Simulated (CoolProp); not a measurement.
Vapour-liquid equilibrium of 1-butene (1) + n-butane (2) at 365.1 K; x and y are mole fractions of (1).

Computed with CoolProp (multi-fluid Helmholtz-energy mixture model, Lemmon 2005 and Bücker 2006; pair parameters Bell 2016).

```
x     bubble pressure (MPa)  y at the bubble point  dew pressure at overall composition x (MPa)  liquid density (mol/L)
----  ---------------------  ---------------------  -------------------------------------------  ----------------------
0.05                  1.312                  0.056                                        1.311                   8.299
0.2                   1.348                  0.220                                        1.344                   8.358
0.35                  1.386                  0.378                                        1.379                   8.416
0.5                   1.422                  0.529                                        1.415                   8.476
0.65                  1.457                  0.674                                        1.451                   8.540
0.8                   1.490                  0.815                                        1.486                   8.608
0.95                  1.518                  0.954                                        1.518                   8.682
```

No azeotrope shows between x = 0.05 and 0.95.

The pair parameters rest on a limited set of measurements; away from them the model extrapolates.
